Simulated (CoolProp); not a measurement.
Vapour-liquid equilibrium of cyclohexane (1) + n-nonane (2) at 0.125 MPa; x and y are mole fractions of (1).

Values from CoolProp's multi-fluid Helmholtz-energy mixture model, Zhou 2014 and Lemmon 2006; pair parameters Bell 2016.

| x | bubble temperature, mixture model (K) | bubble temperature, Raoult's law (K) | y, mixture model | y, Raoult's law |
|---|---|---|---|---|
| 0.05 | 424.5 | 424.1 | [?] | 0.226 |
| 0.2 | 406.8 | 405.6 | [?] | 0.612 |
| 0.35 | 393.9 | 392.3 | 0.763 | 0.790 |
| 0.5 | [?] | 382.2 | [?] | 0.884 |
| 0.65 | [?] | 374.4 | 0.930 | 0.938 |
| 0.8 | 368.5 | 368.0 | 0.969 | 0.972 |
| 0.95 | 362.7 | 362.6 | 0.994 | 0.994 |

Q: Complete the blanks.

A: 
- 0.05, y, mixture model: 0.208
- 0.2, y, mixture model: 0.579
- 0.5, bubble temperature, mixture model (K): 383.8
- 0.5, y, mixture model: 0.867
- 0.65, bubble temperature, mixture model (K): 375.5

The largest gap from Raoult's law is +1.6 K in bubble temperature, at x = 0.35. No azeotrope shows between x = 0.05 and 0.95.

The pair parameters rest on a limited set of measurements; away from them the model extrapolates.
